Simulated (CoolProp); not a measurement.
Computed with CoolProp (reference Helmholtz-energy equation of state, Lemmon 2006). It is a short technical equation, of lower accuracy than the large ones.

Problem. Give the vapour pressure (MPa), vapour density (kg/m³), liquid cp (kJ/(kg K)), surface tension (mN/m) of saturated carbonyl sulfide at 347.6 K.

Solution. 
| T (K) | p (MPa) | vapour density (kg/m³) | liquid cp (kJ/(kg K)) | surface tension (mN/m) |
|---|---|---|---|---|
| 347.6 | 3.69 | 119 | 1.91 | 2.16 |

Surface tension comes from a separate correlation (Mulero 2012).
